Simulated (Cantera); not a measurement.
Input (Python, Cantera):

```python
import numpy as np
import cantera as ct

gas = ct.Solution("gri30.yaml")
gas.TPX = 625, 34000, {'CH4': 1, 'CO': 0.2, 'O2': 2.69, 'N2': 10.1, 'CO2': 2.4}
flame = ct.FreeFlame(gas, width=0.085)
flame.set_refine_criteria(ratio=3, slope=0.08, curve=0.16)
flame.transport_model = "mixture-averaged"
flame.solve(loglevel=0, auto=True)
z, T = flame.grid, flame.T
thick = (T[-1] - T[0]) / np.gradient(T, z).max()
show = ['CH4', 'CO', 'O2', 'CH2CO', 'CH2', 'H']
print(f"laminar burning velocity  {flame.velocity[0] * 100:.3f} cm/s")
print(f"burnt temperature         {T[-1]:.1f} K")
print(f"thermal thickness         {thick * 1e3:.4f} mm")
print(f"grid points               {len(z)}")
z0 = z[flame.heat_release_rate.argmax()]
print(f"{'z/mm':>9s}{'T/K':>9s}{'u/(m/s)':>9s}" + "".join(f"{s:>11s}" for s in show))
rows = []
for k in (-3, -2, -1.5, -1, -0.5, -0.25, 0, 0.25, 0.5, 1, 2, 4, 8):
    zz = z0 + k * thick
    rows.append([k * thick, np.interp(zz, z, T), np.interp(zz, z, flame.velocity),
                 *(np.interp(zz, z, flame.X[gas.species_index(s)]) for s in show)])
    print(f"{rows[-1][0] * 1e3:9.3f}{rows[-1][1]:9.1f}{rows[-1][2]:9.3f}" + "".join(f"{x:11.3e}" for x in rows[-1][3:]))
```

It prints:

```
laminar burning velocity  72.773 cm/s
burnt temperature         1919.2 K
thermal thickness         1.4427 mm
grid points               132
     z/mm      T/K  u/(m/s)        CH4         CO         O2      CH2CO        CH2          H
   -4.328    625.2    0.728  6.095e-02  1.220e-02  1.640e-01  3.548e-10  1.584e-17  5.860e-12
   -2.885    626.8    0.731  6.073e-02  1.223e-02  1.637e-01  5.166e-09  5.531e-15  4.367e-10
   -2.164    632.7    0.739  6.015e-02  1.237e-02  1.630e-01  3.566e-08  5.044e-13  1.361e-08
   -1.443    667.5    0.782  5.736e-02  1.334e-02  1.598e-01  3.736e-07  1.169e-10  7.753e-07
   -0.721    890.3    1.051  4.234e-02  2.063e-02  1.395e-01  6.742e-06  6.033e-08  5.882e-05
   -0.361   1166.1    1.384  2.430e-02  3.105e-02  1.119e-01  2.495e-05  1.967e-06  3.942e-04
    0.000   1457.4    1.736  5.912e-03  4.134e-02  7.750e-02  3.020e-05  1.149e-05  1.758e-03
    0.361   1574.6    1.873  4.029e-04  3.822e-02  5.853e-02  3.335e-06  1.888e-06  3.355e-03
    0.721   1611.8    1.912  1.543e-05  3.180e-02  5.255e-02  9.261e-08  8.586e-08  3.882e-03
    1.443   1658.3    1.959  6.131e-08  2.521e-02  4.889e-02  2.242e-10  4.222e-10  3.523e-03
    2.885   1717.0    2.020  1.353e-12  2.031e-02  4.616e-02  2.873e-15  1.308e-14  2.428e-03
    5.771   1779.3    2.085  1.145e-18  1.559e-02  4.352e-02  8.380e-21  9.017e-19  1.331e-03
   11.542   1833.6    2.140  1.405e-19  1.070e-02  4.104e-02  9.935e-22  1.303e-19  6.293e-04
```

Model: GRI-Mech 3.0 (53 species, 325 reactions), integrated in Cantera. Burning velocities carry a grid error of a few per cent, more on coarse grids.
